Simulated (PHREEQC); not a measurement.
Dissolve 110 mmol/kgw NH3, 1.3 mmol/kgw Na2SiO3 and 12 mmol/kgw K3PO4 at 20 °C. Closed to the air; pH follows from the charge balance.

The numbers come from PHREEQC with the ion-association model, phreeqc.dat.

```json
[
 {"quantity": "pH", "before": "11.94", "after": "11.82"},
 {"quantity": "HPO4-2 (mol/kgw)", "before": "0.00559", "after": "0.00359"},
 {"quantity": "H3SiO4- (mol/kgw)", "before": "0.00120", "after": "0.00122"},
 {"quantity": "NH4+ (mol/kgw)", "before": "0.000412", "after": "0.000498"},
 {"quantity": "SI of Quartz (SiO2)", "before": "-0.99", "after": "-0.84"}
]
```

Q: What was changed between the two runs?
A) temperature from 20 to 70 °C
B) diluted 100-fold with water
C) diluted 5-fold with water
D) K3PO4 from 0.012 to 0.006 mol/kgw

A: D, K3PO4 from 0.012 to 0.006 mol/kgw

No solid was allowed to form.
